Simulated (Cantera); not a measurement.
Cantera run, input and output.

```python
import numpy as np
import cantera as ct

gas = ct.Solution("h2o2.yaml")
gas.TPX = 1425, 2666, {'H2': 0.03, 'O2': 1}
reactor = ct.IdealGasConstPressureReactor(gas, energy="off", clone=False)
net = ct.ReactorNet([reactor])
net.rtol, net.atol = 1e-08, 1e-18
show = ['H2', 'O2', 'HO2', 'H2O', 'OH', 'H2O2', 'H']
times = np.geomspace(7e-06, 90, 12)

steps = ct.SolutionArray(gas, extra=["t"])
rows = []
print(f"{'t/s':>10s}{'T/K':>9s}{'P/Pa':>11s}" + "".join(f"{s:>11s}" for s in show))
for t in times:
    while net.time < t:
        t_next = net.step()
        steps.append(gas.state, t=t_next)
    rows.append([np.interp(t, steps.t, y) for y in (steps.T, steps.P, *steps(*show).X.T)])
    print(f"{t:10.3e}{rows[-1][0]:9.1f}{rows[-1][1]:11.4g}" + "".join(f"{x:11.3e}" for x in rows[-1][2:]))
rate = np.gradient(steps.T, steps.t)
print("integrator steps:", len(steps.t))
if steps.T.max() > steps.T[0] + 200:
    print(f"time of steepest temperature rise: {steps.t[rate.argmax()]:.4e} s")
gas.TPX = 1425, 2666, {'H2': 0.03, 'O2': 1}
gas.equilibrate("TP")
print(f"equilibrium (TP): T = {gas.T:.1f} K  " + "  ".join(f"{s} {gas[s].X[0]:.3e}" for s in show))
```

It prints:

```
       t/s      T/K       P/Pa         H2         O2        HO2        H2O         OH       H2O2          H
 7.000e-06   1425.0       2666  2.913e-02  9.709e-01  1.301e-08  2.300e-10  3.794e-09  1.146e-12  9.380e-09
 3.100e-05   1425.0       2666  2.913e-02  9.709e-01  5.760e-08  1.252e-08  4.239e-08  2.207e-11  2.498e-08
 1.373e-04   1425.0       2666  2.912e-02  9.709e-01  2.553e-07  6.832e-07  6.425e-07  4.003e-10  1.935e-07
 6.081e-04   1425.0       2666  2.575e-02  9.680e-01  1.992e-06  2.377e-03  1.538e-03  1.607e-08  4.537e-04
 2.693e-03   1425.0       2666  2.960e-04  9.455e-01  2.080e-06  2.600e-02  3.769e-03  5.314e-08  1.941e-03
 1.193e-02   1425.0       2666  2.404e-04  9.504e-01  1.901e-06  2.659e-02  3.405e-03  5.021e-08  1.393e-03
 5.282e-02   1425.0       2666  1.118e-04  9.612e-01  1.307e-06  2.792e-02  2.335e-03  3.854e-08  4.233e-04
 2.339e-01   1425.0       2666  1.813e-05  9.687e-01  4.266e-07  2.903e-02  9.448e-04  1.645e-08  2.676e-05
 1.036e+00   1425.0       2666  1.636e-06  9.702e-01  8.268e-08  2.941e-02  2.846e-04  3.733e-09  7.201e-07
 4.589e+00   1425.0       2666  2.077e-07  9.704e-01  6.465e-08  2.950e-02  1.016e-04  8.577e-10  3.263e-08
 2.032e+01   1425.0       2666  1.217e-07  9.704e-01  7.643e-08  2.952e-02  7.784e-05  6.251e-10  1.469e-08
 9.000e+01   1425.0       2666  1.216e-07  9.704e-01  7.645e-08  2.952e-02  7.781e-05  6.248e-10  1.467e-08
integrator steps: 1711
equilibrium (TP): T = 1425.0 K  H2 1.216e-07  O2 9.704e-01  HO2 7.645e-08  H2O 2.952e-02  OH 7.781e-05  H2O2 6.248e-10  H 1.467e-08
```

Detailed kinetics in Cantera: the H2/O2 subset of GRI-Mech 3.0, which has no nitrogen chemistry. Radical loss at walls, strong at low pressure, is not modelled.
